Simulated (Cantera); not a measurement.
# SiF4 + NH3 + N2 (silicon nitride deposition)

Charge: 1 mol SiF4, 11 mol NH3, 9.7 mol N2.

Equilibrium computed with Cantera from the NASA thermochemical tables; the gas is ideal and each condensed phase is pure. Candidate condensed phases: Si, Si3N4; 37 gas species. The tables' values for SiF2, SiF3 are old estimates. Equilibrium is a limit: real reactors are often held back by kinetics, nucleation or transport.

Task: Map the stable condensed phases over T = 502, 602, 702, 802, 902, 1002, 1102, 1202, 1302, 1402, 1502, 1602 °C and P in Pa = 5, 21, 85, 350, 1400, 5900, 24000, 100000.

Result: 
```
T in °C \ P in Pa
              5     21     85    350   1400   5900  24000 100000
   1602       A      A      A      A      A      A      A      A
   1502       A      A      A      A      A      A      A      A
   1402       A      A      A      A      A      A      A      A
   1302       A      A      A      A      A      A      B      B
   1202       A      A      A      A      A      B      B      B
   1102       A      A      A      B      B      B      B      B
   1002       A      A      B      B      B      B      B      B
    902       B      B      B      B      B      B      B      B
    802       B      B      B      B      B      B      B      B
    702       B      B      B      B      B      B      B      B
    602       B      B      B      B      B      B      B      B
    502       B      B      B      B      B      B      B      B
```
A: gas only; B: Si3N4.
